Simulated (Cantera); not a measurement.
## Pyrogenic steam for wet oxidation

An isothermal, constant-pressure homogeneous reactor starts with H2 : O2 : N2 = 1.5 : 1 : 0.62 (molar parts), at 1225 K and 1.00 bar.

Detailed kinetics in Cantera: the H2/O2 subset of GRI-Mech 3.0, which has no nitrogen chemistry. The temperature is held fixed by assumption; the heat of reaction is taken as removed at once.

```
t (s)         x H2   x O2       x H  x H2O   x H2O2      x OH
--------  --------  -----  --------  -----  -------  --------
0.000100   0.00687  0.108  0.000100  0.623  1.64e-5  0.000438
0.000316   0.00347  0.107   8.41e-6  0.628  1.08e-5   7.40e-5
0.00100    0.00184  0.106   2.35e-6  0.630  4.42e-6   3.75e-5
0.00316   0.000598  0.106   4.57e-7  0.632  8.84e-7   2.11e-5
0.0100     8.43e-5  0.106   4.10e-8  0.633  6.69e-8   1.25e-5
0.0316     1.12e-6  0.105  5.22e-10  0.633  8.65e-9   1.03e-5
0.100      4.17e-8  0.105  6.68e-11  0.633  6.59e-9   9.22e-6
0.316      4.15e-8  0.105  6.39e-11  0.633  6.14e-9   8.88e-6
1.00       4.15e-8  0.105  6.39e-11  0.633  6.13e-9   8.87e-6
```
x: mole fraction; the columns are a selection and need not sum to one.

Equilibrium at this temperature and pressure: H2 4.15e-8, O2 0.105, H 6.39e-11, H2O 0.633, H2O2 6.13e-9, OH 8.87e-6 (gas phase only).
